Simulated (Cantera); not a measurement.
A closed system holds: 1 mol C2F6, 0.87 mol F2, 0.84 mol HCl, equilibrated at 898 K and 1.00 bar.

Cantera equilibrium calculation (NASA polynomials, part measured and part estimated; ideal gas, pure solids and liquids). The feed counts by its element totals alone. Condensed phases not in the tables: fluorocarbon polymer. Gases not in the tables: C2F6 and larger saturated fluorocarbons. Rates play no part.

```
species            before     after
----------------  -------  --------
HF                 0.0742     0.739
HCl                 0.225     0.227
H2                  <1e-9    0.0343
CF4                 0.653     <1e-9
Cl2                0.0247     <1e-9
CClF3              0.0222     <1e-9
CCl2F2            0.00112     <1e-9
CH4                 <1e-9  0.000377
CCl3F             6.07e-5     <1e-9
CCl4              1.43e-5     <1e-9
Cl                1.12e-5     <1e-9
H2F2              3.23e-7   3.20e-5
C(graphite), mol   0.0997     0.999
```
Gas species are given as mole fractions.

Problem. Name the change that produced these shifts.
(A) C2F6 replaced by CH2F2
(B) C2F6 replaced by c-C4F8
(C) temperature from 898 K to 1573 K
(D) C2F6 replaced by CH3F

Solution. D, C2F6 replaced by CH3F
